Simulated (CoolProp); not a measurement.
Vapour-liquid equilibrium of R22 (1) + R123 (2) at -46.85 °C; x and y are mole fractions of (1).

The numbers come from the multi-fluid Helmholtz-energy mixture model, Kamei 1995 and Younglove 1994; pair parameters Bell 2016 in CoolProp.

Question: Give the bubble pressure and the first vapour's composition at x = 0.35, 0.55, 0.65. Is there an azeotrope?

Answer: x = 0.35: 0.02940 MPa, y = 0.950; x = 0.55: 0.04445 MPa, y = 0.977; x = 0.65: 0.05146 MPa, y = 0.984. No azeotrope shows between x = 0.05 and 0.95.

The pair parameters rest on a limited set of measurements; away from them the model extrapolates. The gap from Raoult's law changes sign with composition, which may be real or a fault of the pair parameters; it wasn't checked against measurements.
